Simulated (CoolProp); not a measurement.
Vapour-liquid equilibrium of methanol (1) + ethanol (2) at 5.18 bar; x and y are mole fractions of (1).

The numbers come from the multi-fluid Helmholtz-energy mixture model, de Reuck 1993 and Schroeder 2014; pair parameters Bell 2016 in CoolProp.

```tsv
x	bubble temperature (°C)	y at the bubble point	dew temperature at overall composition x (°C)	liquid density (mol/L)
0.05	125.7	0.070	125.9	(withheld)
0.2	123.4	(withheld)	124.1	15.90
0.35	121.3	0.430	122.3	16.79
0.5	(withheld)	0.584	120.4	17.76
0.65	117.3	(withheld)	118.4	18.82
0.8	115.3	(withheld)	116.2	19.99
0.95	113.3	0.966	113.6	21.27
```

Problem. What belongs in the gaps?

Solution. 
- 0.05, liquid density (mol/L): 15.08
- 0.2, y at the bubble point: 0.260
- 0.5, bubble temperature (°C): 119.3
- 0.65, y at the bubble point: 0.726
- 0.8, y at the bubble point: 0.854

No azeotrope shows between x = 0.05 and 0.95.

The pair parameters rest on a limited set of measurements; away from them the model extrapolates.
